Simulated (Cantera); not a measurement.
An adiabatic, constant-pressure homogeneous reactor starts with 5.10 % CH4, 20.0 % O2, 74.9 % N2, at 1375 K and 0.987 atm.

Model: GRI-Mech 3.0 (53 species, 325 reactions), integrated in Cantera.

Task: Predict: time of steepest temperature rise; temperature at 0.600 s; equilibrium temperature; x(O2) at 0.600 s; x(NO) at 0.600 s; x(OH) at 0.600 s.

Result: 
| Quantity | Value |
|---|---|
| time of steepest temperature rise | 3.37 ms |
| temperature at 0.600 s | 2344 K |
| equilibrium temperature | 2344 K |
| x(O2) at 0.600 s | 0.0910 (gas-phase equilibrium 0.0910) |
| x(NO) at 0.600 s | 0.0110 (gas-phase equilibrium 0.0110) |
| x(OH) at 0.600 s | 0.00688 (gas-phase equilibrium 0.00688) |
